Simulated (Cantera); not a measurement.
Equilibrium for silicon oxide and oxynitride deposition: Si2H6 + H2O + H2

Charge: 1 mol Si2H6, 5.8 mol H2O, 2.9 mol H2, equilibrated at 0.00230 bar.

These are equilibrium values from Cantera (NASA tables, ideal gas, pure condensed phases), not measurements of a reactor. Candidate condensed phases: H2O, Si, SiO2; 18 gas species. The feed counts by its element totals alone. The tables hold silica as quartz up to 1696 K and as liquid above; real silica turns to tridymite and cristobalite and melts near 1996 K. The numbers say what is thermodynamically allowed, not how fast it happens.

```json
[
 {"T (K)": "650", "x H2": "0.846", "x H2O": "0.154", "x SiO": "<1e-12", "x H": "<1e-12", "x OH": "<1e-12", "x SiO2": "<1e-12", "x O": "<1e-12", "n SiO2(α-quartz)": "2.00", "n SiO2(β-quartz)": "0", "n SiO2(condensed)": "0"},
 {"T (K)": "850", "x H2": "0.846", "x H2O": "0.154", "x SiO": "<1e-12", "x H": "3.93e-10", "x OH": "<1e-12", "x SiO2": "<1e-12", "x O": "<1e-12", "n SiO2(α-quartz)": "0", "n SiO2(β-quartz)": "2.00", "n SiO2(condensed)": "0"},
 {"T (K)": "1050", "x H2": "0.846", "x H2O": "0.154", "x SiO": "<1e-12", "x H": "1.56e-7", "x OH": "9.03e-11", "x SiO2": "<1e-12", "x O": "<1e-12", "n SiO2(α-quartz)": "0", "n SiO2(β-quartz)": "2.00", "n SiO2(condensed)": "0"},
 {"T (K)": "1250", "x H2": "0.846", "x H2O": "0.154", "x SiO": "6.67e-10", "x H": "9.27e-6", "x OH": "1.74e-8", "x SiO2": "<1e-12", "x O": "<1e-12", "n SiO2(α-quartz)": "0", "n SiO2(β-quartz)": "2.00", "n SiO2(condensed)": "0"},
 {"T (K)": "1450", "x H2": "0.846", "x H2O": "0.154", "x SiO": "9.17e-7", "x H": "0.000181", "x OH": "7.91e-7", "x SiO2": "1.81e-10", "x O": "1.50e-10", "n SiO2(α-quartz)": "0", "n SiO2(β-quartz)": "2.00", "n SiO2(condensed)": "0"},
 {"T (K)": "1650", "x H2": "0.844", "x H2O": "0.154", "x SiO": "0.000209", "x H": "0.00174", "x OH": "1.43e-5", "x SiO2": "6.87e-8", "x O": "2.41e-8", "n SiO2(α-quartz)": "0", "n SiO2(β-quartz)": "2.00", "n SiO2(condensed)": "0"},
 {"T (K)": "1850", "x H2": "0.814", "x H2O": "0.163", "x SiO": "0.0123", "x H": "0.0101", "x OH": "0.000150", "x SiO2": "6.72e-6", "x O": "1.43e-6", "n SiO2(α-quartz)": "0", "n SiO2(β-quartz)": "0", "n SiO2(condensed)": "1.85"}
]
```
x: gas mole fraction; n: condensed amount in mol.

At 650 K the condensed part is SiO2(α-quartz). From 850 K to 1650 K the condensed part is SiO2(β-quartz). At 1850 K the condensed part is SiO2(condensed).
